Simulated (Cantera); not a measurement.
Ammonia decomposition in nitride growth gas

A perfectly stirred reactor is fed with NH₃ : N₂ = 0.41 : 4.7 (molar parts), at 0.400 bar; it is held at 1450 K, and followed from long to short residence time.

Model: the gas-phase N/H chemistry of the illustrative SiF4/NH3 mechanism in the Surface Chemkin manual (1991), integrated in Cantera. Walls and surfaces, which speed up NH3 decomposition in real reactors, are not modelled.

| τ (s) | x NH₃ | x N | x H | x NH | x N₂H₄ |
|---|---|---|---|---|---|
| 10 | 0.0733 | 2.58e-9 | 6.64e-7 | 6.33e-8 | 1.10e-8 |
| 3.7 | 0.0772 | 1.53e-9 | 3.15e-7 | 6.05e-8 | 1.39e-8 |
| 1.4 | 0.0790 | 6.33e-10 | 1.36e-7 | 5.04e-8 | 1.61e-8 |
| 0.51 | 0.0798 | 2.03e-10 | 5.12e-8 | 3.95e-8 | 1.65e-8 |
| 0.19 | 0.0801 | 5.95e-11 | 1.74e-8 | 3.04e-8 | 1.40e-8 |
| 0.070 | 0.0802 | 1.30e-11 | 4.47e-9 | 1.88e-8 | 7.63e-9 |
| 0.026 | 0.0802 | 1.95e-12 | 1.00e-9 | 6.15e-9 | 1.71e-9 |
| 0.0096 | 0.0802 | <1e-12 | 5.25e-10 | 1.16e-9 | 2.41e-10 |
| 0.0035 | 0.0802 | <1e-12 | 4.69e-10 | 1.62e-10 | 3.18e-11 |
| 0.0013 | 0.0802 | <1e-12 | 4.61e-10 | 1.89e-11 | 4.29e-12 |
x: mole fraction; the columns are a selection and need not sum to one.
